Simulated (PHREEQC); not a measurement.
# Metal-bearing waste water (model solution)

Dissolve 0.089 mol/kgw Pb(NO3)2, 0.0085 mol/kgw NaF and 4e-05 mol/kgw NaCl at 40 °C. Closed to the air; pH follows from the charge balance.

Equilibrium calculation in PHREEQC: ion-association model, wateq4f.dat.

This is a speciation only: nothing precipitates in the calculation.

Question: Estimate the pH, ionic strength.

Answer: pH 4.83; ionic strength 0.207 mol/kgw.

Question: In which forms is Pb present?

Answer: Pb+2 61 %, PbNO3+ 36 %, PbF+ 2.0 % of the Pb.

The solution is supersaturated, for example in PbF2, Matlockite, so a real one may precipitate; this is no full list. Species that the database lacks are ignored. Constants without temperature data keep their 25 °C values here.
